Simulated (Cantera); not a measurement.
Charge: 1 mol CF4, 0.24 mol F2, 0.00099 mol HF, at 0.133 bar.

Method: chemical equilibrium by Gibbs-energy minimisation in Cantera with the NASA 1993 tables (ideal gas, pure condensed phases). Candidate condensed phases: C, C6H6, C7H8, C8H18; 95 gas species. Gases not in the tables: C2F6 and larger saturated fluorocarbons. Rates play no part.

x: gas mole fraction; nothing condenses.

| T (K) | x F | x CF2 | x CF | x C3 | x CF4 |
|---|---|---|---|---|---|
| 2925 | 0.717 | 0.244 | 0.0285 | 6.79e-5 | (withheld) |
| 2975 | 0.722 | 0.232 | 0.0387 | 0.000208 | (withheld) |
| 3025 | 0.728 | 0.216 | 0.0507 | 0.000571 | (withheld) |
| 3075 | 0.735 | 0.196 | 0.0639 | 0.00137 | (withheld) |
| 3125 | 0.745 | 0.172 | 0.0769 | 0.00284 | (withheld) |
| 3175 | 0.756 | 0.147 | 0.0885 | 0.00505 | (withheld) |
| 3225 | 0.769 | 0.121 | 0.0976 | 0.00783 | (withheld) |
| 3275 | 0.783 | 0.0971 | 0.104 | 0.0108 | (withheld) |

Task: Fill in the missing entries.

Result: 
- 2925, x CF4: 0.00510
- 2975, x CF4: 0.00264
- 3025, x CF4: 0.00136
- 3075, x CF4: 0.000704
- 3125, x CF4: 0.000361
- 3175, x CF4: 0.000184
- 3225, x CF4: 9.23e-5
- 3275, x CF4: 4.60e-5
